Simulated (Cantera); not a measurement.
An isothermal, constant-pressure homogeneous reactor starts with 35.7 % C₂H₆, 64.3 % N₂, at 1173 K and 0.237 atm.

Detailed kinetics in Cantera: GRI-Mech 3.0 (53 species, 325 reactions). GRI-Mech 3.0 stops at C3 and has no aromatics, soot or wall deposition, so with more carbon than oxygen in the feed, carbon stays in small species such as C2H2 where larger ones or solid carbon would form.

x: mole fraction; the columns are a selection and need not sum to one.

| t (s) | x C₂H₆ | x H | x H₂ | x C₂H₂ | x CH₄ |
|---|---|---|---|---|---|
| 5.00e-5 | 0.357 | … | 1.82e-6 | <1e-12 | 3.17e-6 |
| 0.000211 | 0.357 | … | 8.82e-5 | 1.47e-9 | 3.28e-5 |
| 0.000891 | 0.354 | … | 0.00203 | 8.71e-7 | 0.000245 |
| 0.00376 | 0.331 | … | 0.0172 | 6.57e-5 | 0.00186 |
| 0.0159 | 0.247 | … | 0.0735 | 0.00102 | 0.00859 |
| 0.0671 | 0.0729 | … | 0.191 | 0.00776 | 0.0277 |
| 0.283 | 0.00446 | … | 0.246 | 0.0282 | 0.0404 |
| 1.20 | 0.00219 | … | 0.265 | 0.0591 | 0.0462 |
| 5.05 | 0.00165 | … | 0.276 | 0.0917 | 0.0618 |
| 21.3 | 0.00130 | … | 0.250 | 0.0959 | 0.0949 |
| 90.0 | 0.000922 | … | 0.210 | 0.0959 | 0.142 |

**Question.** What belongs in the gaps?

**Answer.** 
- 5.00e-5, x H: 3.83e-8
- 0.000211, x H: 3.81e-7
- 0.000891, x H: 1.58e-6
- 0.00376, x H: 2.19e-6
- 0.0159, x H: 2.49e-6
- 0.0671, x H: 3.18e-6
- 0.283, x H: 1.67e-6
- 1.20, x H: 1.26e-6
- 5.05, x H: 1.06e-6
- 21.3, x H: 6.93e-7
- 90.0, x H: 3.79e-7
